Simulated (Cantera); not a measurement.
# Sublimation and decomposition of ceramics: MgO + H2

A closed system holds: 1 mol MgO, 0.017 mol H2, at 700000 Pa.

Method: chemical equilibrium by Gibbs-energy minimisation in Cantera with the NASA 1993 tables (ideal gas, pure condensed phases). Candidate condensed phases: H2O, Mg, MgO, Mg(OH)2; 15 gas species. The tables' values for MgH are old estimates; treat these amounts as uncertain. Rates play no part.

From 1600 K to 2600 K the condensed part is MgO(s). The main Mg-bearing gas is Mg throughout.

```tsv
T (K)	log p H2	log p H2O	log p Mg	log p H	log p MgH	log p MgOH	log p OH	n MgO(s)
1600	0.85	-3.54	-3.56	-3.84	-5.08	-7.32	-9.64	1.000
1700	0.84	-3.08	-3.10	-3.41	-4.58	-6.51	-8.62	1.000
1800	0.84	-2.67	-2.69	-3.02	-4.13	-5.80	-7.72	1.000
1900	0.84	-2.31	-2.32	-2.68	-3.74	-5.16	-6.91	1.000
2000	0.84	-1.98	-2.00	-2.37	-3.38	-4.59	-6.19	1.000
2100	0.84	-1.68	-1.70	-2.09	-3.06	-4.07	-5.54	1.000
2200	0.84	-1.42	-1.44	-1.83	-2.78	-3.61	-4.94	1.000
2300	0.84	-1.18	-1.20	-1.60	-2.52	-3.19	-4.40	1.000
2400	0.83	-0.96	-0.98	-1.38	-2.28	-2.80	-3.91	1.000
2500	0.82	-0.76	-0.78	-1.19	-2.07	-2.45	-3.45	1.000
2600	0.80	-0.58	-0.60	-1.01	-1.88	-2.13	-3.03	0.999
```
log p: log10 of the partial pressure in bar; n: condensed amount in mol.
